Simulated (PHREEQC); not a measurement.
A solution holds 0.0071 mol CuSO4, 0.29 mol HNO3 and 0.0048 mol NaCl per kg of water, at 20 °C. Closed to the air; pH follows from the charge balance.

All values are PHREEQC results (ion-association model, phreeqc.dat), not measurements.

Each row changes one thing in this solution. Precipitation was switched off in this run.

| case | pH | ionic strength (mol/kgw) | HSO4- (mol/kgw) | SO4-2 (mol/kgw) | CuSO4 (mol/kgw) | CuOH+ (mol/kgw) |
|---|---|---|---|---|---|---|
| as made | 0.65 | 0.311 | 0.00609 | 0.000921 | 8.57e-5 | 1.31e-10 |
| 0.34 mol/kgw KCl added | 0.67 | 0.649 | 0.00545 | 0.00116 | 5.13e-5 | 1.00e-10 |
| temperature from 20 to 75 °C | 0.67 | 0.309 | 0.00677 | 0.000294 | 2.90e-5 | 1.22e-10 |
| diluted 10-fold with water | 1.60 | 0.0315 | 0.000401 | 0.000297 | 1.15e-5 | 1.79e-10 |
| NaCl left out | 0.65 | 0.306 | 0.00610 | 0.000917 | 8.66e-5 | 1.32e-10 |
| 0.26 mol/kgw H2SO4 added | 0.36 | 0.616 | 0.241 | 0.0249 | 0.00114 | 5.03e-11 |
| CuSO4 from 0.0071 to 0.0142 mol/kgw | 0.66 | 0.326 | 0.0120 | 0.00189 | 0.000334 | 2.63e-10 |
| NaCl from 0.0048 to 0.024 mol/kgw | 0.66 | 0.330 | 0.00605 | 0.000938 | 8.26e-5 | 1.29e-10 |

Species that the database lacks are ignored. At this temperature some constants are extrapolated from 25 °C, and those without enthalpy data are left unchanged.
